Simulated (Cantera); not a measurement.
Charge: 1 mol C2H4, 0.01 mol NH3, 0.39 mol H2, held at 0.133 bar.

Cantera equilibrium calculation (NASA polynomials, part measured and part estimated; ideal gas, pure solids and liquids). Candidate condensed phases: C, C6H6, C7H8, C8H18; 110 gas species. Ions and electrons are included (thermal ionisation). Equilibrium is a limit: real reactors are often held back by kinetics, nucleation or transport.

Problem. At 3750 K, list the 5 most abundant gas species with their mole fractions, and the condensed phases.

Solution. H 0.752, C3 0.0802, H2 0.0749, C 0.0444, C2 0.0240. Condensed: gas only.
